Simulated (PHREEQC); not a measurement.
0.2 mol of Fluorite (CaF2) is brought to equilibrium with 1 kg of water holding 0.0059 mol KCl, at several temperatures. Oxygen is held at 0.21 atm. No CO2 enters from the air. Solids allowed: Fluorite. Others were left out.

The numbers come from PHREEQC with the ion-association model, phreeqc.dat.

Question: Predict pH, dissolved Ca (mol/kgw), dissolved F (mol/kgw) at T (°C) = 5, 23, 32, 41, 77.

Answer: 
| T (°C) | pH | dissolved Ca (mol/kgw) | dissolved F (mol/kgw) |
|---|---|---|---|
| 5 | 7.42 | 0.000176 | 0.000352 |
| 23 | 7.12 | 0.000214 | 0.000429 |
| 32 | 6.99 | 0.000232 | 0.000465 |
| 41 | 6.88 | 0.000249 | 0.000497 |
| 77 | 6.56 | 0.000298 | 0.000597 |

Away from 25 °C the constants follow the database's enthalpies or fits; those with neither stay at their 25 °C values.
